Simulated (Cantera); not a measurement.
## (CH₃)₂SiCl₂ + C₂H₂ + H₂ (silicon carbide growth)

Charge: 1 mol (CH₃)₂SiCl₂, 0.043 mol C₂H₂, 2 mol H₂, at 1.00 Torr.

These are equilibrium values from Cantera (NASA tables, ideal gas, pure condensed phases), not measurements of a reactor. Candidate condensed phases: C, C₆H₆, C₇H₈, C₈H₁₈, Si, SiC; 109 gas species. The feed counts by its element totals alone. The tables' values for SiCl, SiCl₃ are old estimates; treat these amounts as uncertain. Gases not in the tables: Si₂H₆ and higher silanes. Rates play no part.

| T (K) | log p H₂ | log p HCl | log p H | log p Si | log p Cl | log p SiCl₂ | log p SiC₂ | log p SiCl | n C(graphite) | n SiC(s) |
|---|---|---|---|---|---|---|---|---|---|---|
| 1600 | -3.05 | -3.37 | -5.79 | -8.99 | -6.21 | -5.14 | -11.40 | -8.32 | 1.12 | 0.966 |
| 1700 | -3.05 | -3.38 | -5.35 | -8.00 | -5.80 | -4.99 | -10.10 | -7.64 | 1.13 | 0.952 |
| 1800 | -3.05 | -3.39 | -4.97 | -7.12 | -5.43 | -4.86 | -8.95 | -7.05 | 1.15 | 0.936 |
| 1900 | -3.05 | -3.41 | -4.63 | -6.33 | -5.10 | -4.76 | -7.93 | -6.52 | 1.17 | 0.916 |
| 2000 | -3.06 | -3.43 | -4.32 | -5.62 | -4.82 | -4.68 | -7.01 | -6.05 | 1.19 | 0.886 |
| 2100 | -3.08 | -3.47 | -4.05 | -4.98 | -4.57 | -4.63 | -6.17 | -5.64 | 1.25 | 0.819 |
| 2200 | -3.12 | -3.53 | -3.81 | -4.40 | -4.36 | -4.62 | -5.42 | -5.28 | 1.41 | 0.604 |
| 2300 | -3.20 | -3.63 | -3.62 | -3.95 | -4.19 | -4.74 | -4.81 | -5.05 | 1.83 | 0 |
| 2400 | -3.29 | -3.70 | -3.44 | -3.94 | -4.00 | -5.19 | -4.65 | -5.22 | 1.73 | 0 |
log p: log10 of the partial pressure in bar; n: condensed amount in mol.

From 1600 K to 2200 K the condensed part is C(graphite) + SiC(s). From 2300 K to 2400 K the condensed part is C(graphite). The main Si-bearing gas is SiCl₂ at 1600 K and Si at 2400 K.
